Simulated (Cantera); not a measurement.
Input: 1 mol SiHCl3, 1.9 mol NH3, equilibrated at 898.15 K and 26.0 Pa.

Cantera equilibrium calculation (NASA polynomials, part measured and part estimated; ideal gas, pure solids and liquids). Candidate condensed phases: NH4Cl, Si, Si3N4; 28 gas species. The tables' values for SiCl3 are old estimates; treat these amounts as uncertain. The numbers say what is thermodynamically allowed, not how fast it happens.

Base state: HCl 0.449, H2 0.436, N2 0.0795, SiCl4 0.0354, SiHCl3 9.56e-5, SiCl3 3.63e-5 (mole fractions); condensed: Si3N4(s).

Task: What changes in the equilibrium state with this change: NH3 from 1.9 to 11 mol?

Result: 
| species | before | after |
|---|---|---|
| H2 | 0.436 | 0.664 |
| N2 | 0.0795 | 0.207 |
| HCl | 0.449 | 0.128 |
| SiCl4 | 0.0354 | 5.34e-5 |
| SiCl3 | 3.63e-5 | 2.37e-7 |
| SiHCl3 | 9.56e-5 | 7.71e-7 |
| Si3N4(s), mol | 0.273 | 0.333 |

Task: What changes in the equilibrium state with this change: SiHCl3 replaced by trisilylamine?

Result: 
```tsv
species	before	after
H2	0.436	1.00
HCl	0.449	0
N2	0.0795	<1e-9
SiCl4	0.0354	0
SiHCl3	9.56e-5	0
SiCl3	3.63e-5	0
Si3N4(s), mol	0.273	0.725
Si(s), mol	0	0.825
```
The feed counts by its element totals alone.
